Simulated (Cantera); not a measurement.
Gas activation for diamond growth

An isothermal, constant-pressure homogeneous reactor starts with CH4 : H2 : H = 0.02 : 1 : 0.053 (molar parts), at 1900 K and 8.25 Torr.

Detailed kinetics in Cantera: GRI-Mech 3.0 (53 species, 325 reactions). GRI-Mech 3.0 stops at C3 and has no aromatics, soot or wall deposition, so with more carbon than oxygen in the feed, carbon stays in small species such as C2H2 where larger ones or solid carbon would form. Radical loss at walls, strong at low pressure, is not modelled.

```csv
t (s),x CH4,x H2,x H,x CH2,x C2H2,x C2H,x C2H4
0.000400,0.00835,0.948,0.0357,0.000102,0.00177,8.81e-7,0.000184
0.00113,0.00646,0.955,0.0306,7.56e-5,0.00387,1.62e-6,0.000107
0.00317,0.00427,0.962,0.0251,4.49e-5,0.00599,2.04e-6,4.33e-5
0.00894,0.00248,0.968,0.0209,2.21e-5,0.00750,2.11e-6,1.33e-5
0.0252,0.00134,0.972,0.0178,9.74e-6,0.00838,2.01e-6,3.85e-6
0.0710,0.000689,0.975,0.0155,4.00e-6,0.00885,1.84e-6,1.54e-6
0.200,0.000354,0.977,0.0133,1.56e-6,0.00909,1.62e-6,1.08e-6
0.563,0.000189,0.980,0.0111,5.76e-7,0.00921,1.36e-6,1.06e-6
1.59,0.000108,0.982,0.00886,2.12e-7,0.00927,1.09e-6,1.14e-6
4.47,6.34e-5,0.983,0.00769,9.38e-8,0.00930,9.50e-7,1.21e-6
12.6,3.76e-5,0.983,0.00756,5.37e-8,0.00932,9.35e-7,1.22e-6
35.5,2.99e-5,0.983,0.00756,4.27e-8,0.00932,9.35e-7,1.22e-6
100,2.96e-5,0.983,0.00756,4.23e-8,0.00932,9.35e-7,1.22e-6
```
x: mole fraction; the columns are a selection and need not sum to one.

Equilibrium at this temperature and pressure: CH4 2.96e-5, H2 0.983, H 0.00756, CH2 4.23e-8, C2H2 0.00932, C2H 9.35e-7, C2H4 1.22e-6 (gas phase only).
